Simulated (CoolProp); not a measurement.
Properties of R236EA along the isotherm 412 K (Tc = 412.4 K, pc = 3.414 MPa, ω = 0.368).

Computed with CoolProp (reference Helmholtz-energy equation of state, Rui 2013).

```
p (MPa)   phase  Joule-Thomson coefficient (K/MPa)  expansivity (1/kK)  viscosity (µPa s)  Prandtl number  fugacity coefficient
-------  ------  ---------------------------------  ------------------  -----------------  --------------  --------------------
0.5         gas                              8.769               2.945               15.3           0.686                0.9498
1           gas                              9.460               3.659               15.5           0.712                0.9005
1.5         gas                              10.34               4.710                [?]           0.747                0.8517
2           gas                              11.53               6.422               16.3             [?]                0.8032
2.5         gas                              13.23               9.778               17.3           0.897                0.7544
3           gas                              16.02               20.06               19.4            1.19                0.7041
4        liquid                              3.084               17.20                [?]            3.71                0.5790
4.5      liquid                              2.191               11.97               83.6            3.49                0.5276
5        liquid                              1.720               9.592               89.6            3.40                0.4863
5.5      liquid                                [?]               8.180               94.6            3.36                0.4525
6        liquid                              1.202               7.224                [?]            3.34                0.4244
```

Q: Fill in the missing entries.

A: 
- 1.5, viscosity (µPa s): 15.8
- 2, Prandtl number: 0.800
- 4, viscosity (µPa s): 75.8
- 5.5, Joule-Thomson coefficient (K/MPa): 1.417
- 6, viscosity (µPa s): 99.1

Viscosity comes from a separate model (Huber 2003), an estimate that may be off by 10 % or more. Thermal conductivity comes from a separate model (Huber 2003), an estimate that may be off by 10 % or more.
